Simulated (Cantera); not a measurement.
What does this Cantera script print?

```python
import numpy as np
import cantera as ct

gas_names = [...]  # 96 gases of nasa_gas.yaml made of C, Cl, H, Ti
cond_names = """
    C(gr) C6H6(L) C7H8(L) C8H18(L),n-octa Ti(a) Ti(b) Ti(L) TiC(s) TiC(L) TiCL2(s) TiCL3(s) TiCL4(L)
""".split()


# ... load() reads the species with a 1 bar reference pressure and builds the phases ...
atoms = {
    'TiCl4': {'Ti': 1, 'CL': 4},
    'C3H8': {'C': 3, 'H': 8},
}
top_T = {'C(gr)': 4500, 'TiCL2(s)': 1300, 'TiCL3(s)': 1000}  # K; cautious upper limits of use, not melting points


# ... equilibrate(T, P, feed) seeds the gas with the atoms and calls Mixture.equilibrate('TP', solver="vcs", rtol=1e-11, max_steps=5000) ...
results = []
feed = {'TiCl4': 1, 'C3H8': 0.12}  # mol
T = 1600  # K
P = 42  # Pa
mix = equilibrate(T, P, feed)
results.append((T, P, feed, dict(zip(mix.species_names, mix.species_moles))))
x = sorted(zip(gas.X, gas.species_names), reverse=True)
print(f"T = {T:g} K  P = {P:g} Pa  gas = {mix.phase_moles(0):.4g} mol")
print("   x: " + "  ".join(f"{s} {v:.3e}" for v, s in x if v > 0.001))
print("   condensed (mol): " + ("  ".join(f"{mix.phase(i).name} {mix.phase_moles(i):.4g}"
      for i in range(1, mix.n_phases) if mix.phase_moles(i) > 1e-12) or "none"))
```

Output:

```
T = 1600 K  P = 42 Pa  gas = 1.941 mol
   x: HCL 4.719e-01  TiCL3 4.331e-01  TiCL4 6.599e-02  H2 1.121e-02  CL 9.351e-03  TiCL2 8.157e-03
   condensed (mol): C(gr) 0.3446  TiC(s) 0.01545
```

Equilibrium computed with Cantera from the NASA thermochemical tables; the gas is ideal and each condensed phase is pure. The tables' values for TiCl2 are old estimates; treat these amounts as uncertain. TiC: taken at fixed stoichiometry.
